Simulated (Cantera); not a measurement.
Charge: 1 mol Pb, 1.3 mol CO, 0.3 mol H2.

Method: chemical equilibrium by Gibbs-energy minimisation in Cantera with the NASA 1993 tables (ideal gas, pure condensed phases). Candidate condensed phases: C, C6H6, C7H8, C8H18, H2O, Pb, PbO, PbO2, Pb3O4; 113 gas species. Equilibrium is a limit: real reactors are often held back by kinetics, nucleation or transport.

Task: What condenses at these points (T in K, P in Pa): (948, 270); (1298, 10); (1348, 1400); (1348, 1000000); (1298, 190000); (1048, 52)?

Result: 
| T (K) | P in Pa | condensed phases | Pb condensed (%) |
|---|---|---|---|
| 948 | 270 | C + Pb | 99.7 |
| 1298 | 10 | gas only | 0.0 |
| 1348 | 1400 | Pb | 17.1 |
| 1348 | 1000000 | C + Pb | 99.9 |
| 1298 | 190000 | C + Pb | 99.8 |
| 1048 | 52 | C + Pb | 85.0 |
